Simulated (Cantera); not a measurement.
An isothermal, constant-pressure homogeneous reactor starts with 0.264 % CO, 5.56 % O₂, 0.0113 % H₂O, 94.2 % N₂, equivalence ratio 0.024, at 1125 K and 1.48 atm.

Cantera simulation using GRI-Mech 3.0 (53 species, 325 reactions); the numbers are that mechanism's predictions, not measurements.

One state of this run: x CO = 7.96e-6; x O₂ = 0.0543; x H₂O = 0.000113; x HO₂ = 2.59e-8; x OH = 1.47e-7; x H₂ = 3.63e-10; x NO = 2.54e-7. x: mole fraction; the columns are a selection and need not sum to one.

Question: Which value of t (s) does it belong to?
A. 0.406
B. 0.118
C. 0.00285
D. 4.85

Answer: D, 4.85
